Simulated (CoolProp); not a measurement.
Fluorine along the isobar 11900 kPa: density (kg/m³) from the reference equation and from simpler models built on Tc = 144.4 K, pc = 5240 kPa, ω = 0.045; each cubic takes its own stable root.

Computed with CoolProp (reference Helmholtz-energy equation of state, de Reuck 1990).

| T (K) | phase | reference |
|---|---|---|
| 132.9 | liquid | 1168 |
| 145.7 | supercritical | 1027 |
| 158.6 | supercritical | 831.5 |
| 171.5 | supercritical | 599.4 |
| 184.3 | supercritical | 453.1 |
| 197.2 | supercritical | 372.3 |
| 210 | supercritical | 322.1 |
| 222.9 | supercritical | 286.9 |
| 235.7 | supercritical | 260.8 |
| 248.6 | supercritical | 240.1 |
| 261.4 | supercritical | 223.3 |
| 274.3 | supercritical | 209.2 |
| 287.1 | supercritical | 197.1 |
| 300 | supercritical | 186.6 |

Problem. How far does each simpler model (van der Waals, Soave-Redlich-Kwong, Peng-Robinson) lie from the reference over these 14 states: mean and median of the absolute difference, and the worst?

Solution. 
- van der Waals: mean 9.1 %, median 6.6 %, worst -26.2 % at 132.9 K and 11900 kPa
- Soave-Redlich-Kwong: mean 3.0 %, median 1.8 %, worst -8.2 % at 158.6 K and 11900 kPa
- Peng-Robinson: mean 2.6 %, median 2.3 %, worst +8.5 % at 132.9 K and 11900 kPa
